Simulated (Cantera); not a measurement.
A closed system holds: 1 mol Pb, a varied amount of H2O, 0.64 mol CO, held at 502 °C and 101000 Pa.

These are equilibrium values from Cantera (NASA tables, ideal gas, pure condensed phases), not measurements of a reactor. Candidate condensed phases: C, C6H6, C7H8, C8H18, H2O, Pb, PbO, PbO2, Pb3O4; 113 gas species. Equilibrium is a limit: real reactors are often held back by kinetics, nucleation or transport.

Task: At 1.7 mol H2O, list the 5 most abundant gas species with their mole fractions, and the condensed phases.

Result: H2O 0.529, CO2 0.247, H2 0.187, CH4 0.0201, CO 0.0173. Condensed: Pb(l).
